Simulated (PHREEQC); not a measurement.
Model water analysis in mg/L, 6 °C, pH 6.49, pe 0.3: Na 137; K 36.9; Ca 73.7; Mg 143; Cl 649; S(6) as SO4 112; Alkalinity as HCO3 116; Br 29.7; Li 0.346; Mn(2) 6.49; Zn 19.2; Si as SiO2 8.07; F 1.43.

Cl is adjusted to close the charge balance.
Valence states are taken as typed.

Model: ion-association model, phreeqc.dat, run in PHREEQC.

| Item | Result |
|---|---|
| ionic strength | 0.0311 mol/kgw |
| specific conductance | 1500 µS/cm |

| species | molality | activity | log γ |
|---|---|---|---|
| Cl- | 0.0186 | 0.0157 | -0.072 |
| Na+ | 0.00595 | 0.00509 | -0.068 |
| Mg+2 | 0.00562 | 0.00309 | -0.259 |
| HCO3- | 0.00178 | 0.00152 | -0.067 |
| Ca+2 | 0.00176 | 0.000953 | -0.266 |
| CO2 | 0.00156 | 0.00158 | 0.003 |
| K+ | 0.000943 | 0.000798 | -0.072 |
| SO4-2 | 0.000872 | 0.000465 | -0.273 |
| Br- | 0.000372 | 0.000313 | -0.074 |

No solid was allowed to form. The solution is supersaturated, for example in Quartz (slow to form), so a real one may precipitate; this is no full list. Species that the database lacks are ignored. Constants without temperature data keep their 25 °C values here. SiF6-2 is the database's only silicon fluoride. The database's zinc carbonate complexes are estimates, stronger than later reviews accept.
